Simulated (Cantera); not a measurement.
Input (Python, Cantera) and output of one run.

```python
import numpy as np
import cantera as ct

gas_names = [...]  # 113 gases of nasa_gas.yaml made of C, H, O, Ta
cond_names = """
    C(gr) C6H6(L) C7H8(L) C8H18(L),n-octa H2O(s) H2O(L) Ta(cr) Ta(L) TaC(s) TaC(L) Ta2O5(s) Ta2O5(L)
""".split()


# ... load() reads the species with a 1 bar reference pressure and builds the phases ...
atoms = {
    'Ta(OEt)5': {'Ta': 1, 'C': 10, 'H': 25, 'O': 5},
    'H2O': {'H': 2, 'O': 1},
}
top_T = {'C(gr)': 4500}  # K; cautious upper limits of use, not melting points


# ... equilibrate(T, P, feed) seeds the gas with the atoms and calls Mixture.equilibrate('TP', solver="vcs", rtol=1e-11, max_steps=5000) ...
results = []
feed = {'Ta(OEt)5': 1, 'H2O': 0.022}  # mol
P = 160  # Pa
for T in [1575, 1675, 1775, 1875, 1975, 2075, 2175, 2275, 2375, 2475, 2575]:
    mix = equilibrate(T, P, feed)
    results.append((T, P, feed, dict(zip(mix.species_names, mix.species_moles))))
    x = sorted(zip(gas.X, gas.species_names), reverse=True)
    print(f"T = {T:g} K  P = {P:g} Pa  gas = {mix.phase_moles(0):.4g} mol")
    print("   x: " + "  ".join(f"{s} {v:.3e}" for v, s in x if v > 1e-06))
    print("   condensed (mol): " + ("  ".join(f"{mix.phase(i).name} {mix.phase_moles(i):.4g}"
          for i in range(1, mix.n_phases) if mix.phase_moles(i) > 1e-12) or "none"))
```

Result:

```
T = 1575 K  P = 160 Pa  gas = 17.55 mol
   x: H2 7.130e-01  CO 2.861e-01  H 8.773e-04  C2H2,acetylene 1.504e-05  CH4 1.479e-06
   condensed (mol): C(gr) 3.977  TaC(s) 1
T = 1675 K  P = 160 Pa  gas = 17.57 mol
   x: H2 7.116e-01  CO 2.859e-01  H 2.449e-03  C2H2,acetylene 4.132e-05
   condensed (mol): C(gr) 3.977  TaC(s) 1
T = 1775 K  P = 160 Pa  gas = 17.6 mol
   x: H2 7.084e-01  CO 2.854e-01  H 6.090e-03  C2H2,acetylene 1.009e-04
   condensed (mol): C(gr) 3.974  TaC(s) 1
T = 1875 K  P = 160 Pa  gas = 17.67 mol
   x: H2 7.018e-01  CO 2.843e-01  H 1.373e-02  C2H2,acetylene 2.223e-04
   condensed (mol): C(gr) 3.97  TaC(s) 1
T = 1975 K  P = 160 Pa  gas = 17.8 mol
   x: H2 6.890e-01  CO 2.822e-01  H 2.839e-02  C2H2,acetylene 4.474e-04
   condensed (mol): C(gr) 3.962  TaC(s) 1
T = 2075 K  P = 160 Pa  gas = 18.03 mol
   x: H2 6.663e-01  CO 2.785e-01  H 5.436e-02  C2H2,acetylene 8.268e-04  C2H 1.614e-06
   condensed (mol): C(gr) 3.948  TaC(s) 1
T = 2175 K  P = 160 Pa  gas = 18.44 mol
   x: H2 6.294e-01  CO 2.724e-01  H 9.682e-02  C2H2,acetylene 1.405e-03  C2H 6.975e-06  C4H2 1.275e-06
   condensed (mol): C(gr) 3.926  TaC(s) 1
T = 2275 K  P = 160 Pa  gas = 19.08 mol
   x: H2 5.738e-01  CO 2.632e-01  H 1.608e-01  C2H2,acetylene 2.185e-03  C2H 2.594e-05  C3 6.551e-06  C 3.466e-06  C4H2 3.404e-06
   condensed (mol): C(gr) 3.893  TaC(s) 1
T = 2375 K  P = 160 Pa  gas = 20.04 mol
   x: H2 4.975e-01  CO 2.506e-01  H 2.487e-01  C2H2,acetylene 3.089e-03  C2H 8.380e-05  C3 3.996e-05  C 1.703e-05  C4H2 7.883e-06  C2 3.598e-06  C2H2,vinylidene 1.541e-06
   condensed (mol): C(gr) 3.847  TaC(s) 1
T = 2475 K  P = 160 Pa  gas = 21.37 mol
   x: H2 4.033e-01  H 3.572e-01  CO 2.350e-01  C2H2,acetylene 3.922e-03  C2H 2.365e-04  C3 2.097e-04  C 7.351e-05  C2 1.923e-05  C4H2 1.574e-05  C2H2,vinylidene 2.807e-06  CH 2.400e-06  CH2 1.186e-06
   condensed (mol): C(gr) 3.783  TaC(s) 1
T = 2575 K  P = 160 Pa  gas = 23.06 mol
   x: H 4.750e-01  H2 3.009e-01  CO 2.178e-01  C2H2,acetylene 4.423e-03  C3 9.635e-04  C2H 5.849e-04  C 2.830e-04  C2 9.005e-05  C4H2 2.692e-05  CH 6.315e-06  C2H2,vinylidene 4.409e-06  C5 3.937e-06  CH2 1.801e-06
   condensed (mol): C(gr) 3.666  TaC(s) 1
```

Method: chemical equilibrium by Gibbs-energy minimisation in Cantera with the NASA 1993 tables (ideal gas, pure condensed phases). The feed counts by its element totals alone. TaC: taken at fixed stoichiometry. Condensed phases not in the tables: Ta2C.
